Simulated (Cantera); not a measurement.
A closed system holds: 1 mol (CH₃)₂SiCl₂, 0.041 mol C₂H₄, 1.9 mol H₂, at 25000 Pa.

Equilibrium computed with Cantera from the NASA thermochemical tables; the gas is ideal and each condensed phase is pure. Candidate condensed phases: C, C₆H₆, C₇H₈, C₈H₁₈, Si, SiC; 109 gas species. The feed counts by its element totals alone. The numbers say what is thermodynamically allowed, not how fast it happens.

**Question.** What share of the Si ends up in condensed phases as a function of T (K), at 923, 973, 1023, 1073, 1123, 1173, 1223, 1273, 1323?

**Answer.** 
```
T (K)  Si condensed (%)      as
-----  ----------------  ------
923                57.6  SiC(s)
973                61.0  SiC(s)
1023               64.9  SiC(s)
1073               69.2  SiC(s)
1123               73.9  SiC(s)
1173               78.5  SiC(s)
1223               83.0  SiC(s)
1273               87.0  SiC(s)
1323               90.2  SiC(s)
```
